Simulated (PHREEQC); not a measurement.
A solution holds 3.6 mol/kgw CaCl2, 0.19 mol/kgw KCl and 2.8e-05 mol/kgw H4SiO4, at 20 °C. Closed to the air; pH follows from the charge balance.

All values are PHREEQC results (Pitzer model, pitzer.dat), not measurements.

Each row changes one thing in this solution. Precipitation was switched off in this run.

| case | pH | H3SiO4- (mol/kgw) | SI of SiO2(a) (SiO2) |
|---|---|---|---|
| as made | 5.21 | 6.69e-8 | -0.76 |
| CaCl2 from 3.6 to 0.36 mol/kgw | 6.73 | 6.59e-8 | -1.75 |
| CaCl2 left out | 6.98 | 4.90e-8 | -1.84 |
| diluted 2-fold with water | 6.08 | 4.16e-8 | -1.66 |
| temperature from 20 to 75 °C | 4.62 | 7.52e-8 | -1.20 |
| KCl from 0.19 to 0.95 mol/kgw | 5.22 | 6.15e-8 | -0.75 |
| KCl replaced by NaCl at the same molality | 5.19 | 6.78e-8 | -0.74 |
| diluted 5-fold with water | 6.61 | 1.66e-8 | -2.36 |
| CaCl2 replaced by MgCl2 at the same molality | 4.11 | 7.99e-9 | -0.70 |

In brines, pH and single-ion activities rest on the MacInnes convention. Away from 25 °C the constants follow the database's enthalpies or fits; those with neither stay at their 25 °C values.
